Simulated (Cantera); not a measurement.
Standard-state values (1 bar) from the NASA 1993 polynomials, evaluated with Cantera. Values are per mole of reaction as written; species without (g) are pure solids or liquids, kept so even where they would boil at 1 bar.

Cu(OH)2 ⇌ Cu + 2 OH(g), with ΔH° = 529.0 kJ and ΔS° = 292.2 J/K at 300 K.

How far is the shortcut ΔG° ≈ ΔH°(300 K) − T·ΔS°(300 K) from the full temperature-dependent value at 473, 523, 573, 623, 673, 723, 773, 823 K?


| T (K) | shortcut (kJ) | full (kJ) | difference (kJ) | difference in log10 K |
|---|---|---|---|---|
| 473 | 390.8 | 391.4 | -0.6 | 0.06 |
| 523 | 376.2 | 377.2 | -0.9 | 0.09 |
| 573 | 361.6 | 363.0 | -1.4 | 0.13 |
| 623 | 347.0 | 349.0 | -1.9 | 0.16 |
| 673 | 332.4 | 335.0 | -2.6 | 0.20 |
| 723 | 317.8 | 321.1 | -3.3 | 0.24 |
| 773 | 303.2 | 307.4 | -4.2 | 0.28 |
| 823 | 288.6 | 293.7 | -5.1 | 0.32 |
The shortcut ignores the heat-capacity change of the reaction.
